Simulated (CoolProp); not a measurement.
Saturation properties of nitrogen (Tc = 126.2 K, pc = 3.396 MPa, ω = 0.037).

Model: reference Helmholtz-energy equation of state, Span 2000, in CoolProp.

| T (K) | p (MPa) | enthalpy of vaporisation (kJ/kg) | surface tension (mN/m) | liquid viscosity (µPa s) | vapour viscosity (µPa s) |
|---|---|---|---|---|---|
| 86.1 | 0.2541 | 186.8 | 6.94 | 117 | 6.15 |
| 89.3 | 0.3393 | 181.7 | 6.26 | 105 | 6.42 |
| 92.4 | 0.4403 | 176.3 | 5.61 | 95.3 | 6.70 |
| 95.6 | 0.5658 | 170.2 | 4.96 | 86.4 | 6.99 |
| 98.8 | 0.7154 | 163.6 | 4.32 | 78.5 | 7.31 |
| 101.9 | 0.8857 | 156.6 | 3.72 | 71.6 | 7.63 |
| 105.1 | 1.090 | 148.6 | 3.12 | 65.1 | 7.99 |
| 108.3 | 1.326 | 139.6 | 2.54 | 59.1 | 8.39 |
| 111.4 | 1.588 | 129.7 | 2.00 | 53.5 | 8.83 |
| 114.6 | 1.896 | 117.9 | 1.48 | 48.0 | 9.36 |
| 117.8 | 2.245 | 103.8 | 0.989 | 42.4 | 10.0 |
| 120.9 | 2.626 | 86.51 | 0.557 | 36.7 | 10.9 |
| 124.1 | 3.071 | 60.23 | 0.175 | 29.6 | 12.5 |

It boils at 77.4 K under 1 atm.

Viscosity comes from a separate model (Lemmon 2004). Surface tension comes from a separate correlation (Mulero 2012).
